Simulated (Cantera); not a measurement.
# Fluorocarbon and chlorocarbon gases: C2F6 + HCl + H2

Feed: 1 mol C2F6, 0.085 mol HCl, 0.25 mol H2, at 2723 K and 1.20 mbar.

Equilibrium computed with Cantera from the NASA thermochemical tables; the gas is ideal and each condensed phase is pure. Candidate condensed phases: C, C6H6, C7H8, C8H18; 118 gas species. The feed counts by its element totals alone. Kinetics and transport are ignored.

| Property | Value |
|---|---|
| x(F) | 0.806 |
| x(HF) | 0.0954 |
| x(CF) | 0.0492 |
| x(CF2) | 0.0211 |
| x(Cl) | 0.0140 |
| x(C3) | 0.00992 |
| x(C) | 0.00231 |
| x(H) | 0.00135 |
| x(C2) | 0.000954 |
| n(C(graphite)) | 1.37 mol |
| gas amount | 6.046 mol |
